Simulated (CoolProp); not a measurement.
Vapour-liquid equilibrium of R143a (1) + fluoroethane (R161) (2) at 258.3 K; x and y are mole fractions of (1).

Computed with CoolProp (multi-fluid Helmholtz-energy mixture model, Lemmon and Jacobsen 2000 and Wu 2012; pair parameters Bell 2016).

**Question.** Give the bubble pressure and the first vapour's composition at x = 0.15, 0.75, 0.95. Is there an azeotrope?

**Answer.** x = 0.15: 280.1 kPa, y = 0.206; x = 0.75: 351.7 kPa, y = 0.804; x = 0.95: 373.9 kPa, y = 0.962. No azeotrope shows between x = 0.05 and 0.95.

The pair parameters rest on a limited set of measurements; away from them the model extrapolates.
